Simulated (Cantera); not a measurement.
Input: 1 mol borazine, 1.3 mol H2, held at 110 Pa.

These are equilibrium values from Cantera (NASA tables, ideal gas, pure condensed phases), not measurements of a reactor. Candidate condensed phases: B, BN; 15 gas species. The feed counts by its element totals alone. Mutual solubility and eutectic melting of coexisting phases are not modelled. The tables' values for BH2 are old estimates; treat these amounts as uncertain. The numbers say what is thermodynamically allowed, not how fast it happens.

log p: log10 of the partial pressure in bar; n: condensed amount in mol.

```json
[
 {"T (K)": "1975", "log p H2": "-3.01", "log p N2": "-4.09", "log p H": "-4.37", "log p B": "-7.06", "log p BH2": "-6.40", "n B(s)": "0.693", "n BN(s)": "[?]"},
 {"T (K)": "2000", "log p H2": "-3.03", "log p N2": "-3.93", "log p H": "-4.30", "log p B": "-6.88", "log p BH2": "-6.36", "n B(s)": "1.05", "n BN(s)": "[?]"},
 {"T (K)": "2025", "log p H2": "-3.06", "log p N2": "-3.77", "log p H": "-4.25", "log p B": "-6.70", "log p BH2": "-6.33", "n B(s)": "1.62", "n BN(s)": "[?]"},
 {"T (K)": "2050", "log p H2": "-3.10", "log p N2": "-3.61", "log p H": "-4.19", "log p B": "-6.52", "log p BH2": "-6.31", "n B(s)": "2.54", "n BN(s)": "[?]"},
 {"T (K)": "2075", "log p H2": "-3.12", "log p N2": "-3.56", "log p H": "-4.14", "log p B": "-6.35", "log p BH2": "-6.27", "n B(s)": "2.99", "n BN(s)": "0"},
 {"T (K)": "2100", "log p H2": "-3.13", "log p N2": "-3.56", "log p H": "-4.07", "log p B": "-6.19", "log p BH2": "-6.22", "n B(s)": "2.99", "n BN(s)": "0"},
 {"T (K)": "2125", "log p H2": "-3.14", "log p N2": "-3.57", "log p H": "-4.01", "log p B": "-6.03", "log p BH2": "-6.17", "n B(s)": "2.99", "n BN(s)": "0"},
 {"T (K)": "2150", "log p H2": "-3.15", "log p N2": "-3.57", "log p H": "-3.95", "log p B": "-5.87", "log p BH2": "-6.13", "n B(s)": "2.99", "n BN(s)": "0"}
]
```

Question: Fill in the missing entries.

Answer: 
- 1975, n BN(s): 2.30
- 2000, n BN(s): 1.94
- 2025, n BN(s): 1.38
- 2050, n BN(s): 0.456
